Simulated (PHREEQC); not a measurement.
A solution holds 0.22 mol/kgw BaBr2, at 25 °C. Closed to the air; pH follows from the charge balance.

Model: ion-association model, phreeqc.dat, run in PHREEQC.

No solid was allowed to form.

Task: Predict the activity of water.

Result: activity of water 0.989.

Species that the database lacks are ignored.
